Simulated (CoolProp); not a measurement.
Model: reference Helmholtz-energy equation of state, Lemmon 2006, in CoolProp. It is a short technical equation, of lower accuracy than the large ones.

### Question
For CH3F (R41), give the phase and the cv (kJ/(kg K)) at 136.15 °C and 0.101 MPa; 151.85 °C and 0.101 MPa.

### Answer
- 136.15 °C and 0.101 MPa: gas; cv 1.07
- 151.85 °C and 0.101 MPa: gas; cv 1.11
